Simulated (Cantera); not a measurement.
An adiabatic, constant-volume homogeneous reactor starts with H₂ : O₂ : N₂ : H₂O = 1 : 0.455 : 4.09 : 0.2 (molar parts), equivalence ratio 1.1, at 1300 K and 5.00 bar. Integrator tolerance rtol = 1e-08.

Model: the H2/O2 subset of GRI-Mech 3.0, which has no nitrogen chemistry, integrated in Cantera. The hydrogen kinetics of GRI-Mech 3.0 are dated; newer H2 mechanisms differ, most at raised pressure.

| quantity | before | after |
|---|---|---|
| time of steepest temperature rise | 13.9 µs | 52.2 µs |
| temperature at 0.200 s | 2601 K | 2546 K |
| equilibrium temperature | 2601 K | 2546 K |
| x(H₂) at 0.200 s | 0.0203 (gas-phase equilibrium 0.0203) | 0.0233 (gas-phase equilibrium 0.0233) |
| x(O₂) at 0.200 s | 0.000986 (gas-phase equilibrium 0.000986) | 0.00218 (gas-phase equilibrium 0.00218) |
| x(H₂O) at 0.200 s | 0.203 (gas-phase equilibrium 0.203) | 0.197 (gas-phase equilibrium 0.197) |
| x(OH) at 0.200 s | 0.00420 (gas-phase equilibrium 0.00420) | 0.00644 (gas-phase equilibrium 0.00644) |
| x(O) at 0.200 s | 0.000243 (gas-phase equilibrium 0.000243) | 0.000631 (gas-phase equilibrium 0.000631) |

Question: What was changed between the two runs?
A. constant pressure in place of constant volume
B. H2O 0.2 to 0.086 parts
C. pressure from 5.00 bar to 1.00 bar
D. pressure from 5.00 bar to 16.0 bar

Answer: C, pressure from 5.00 bar to 1.00 bar
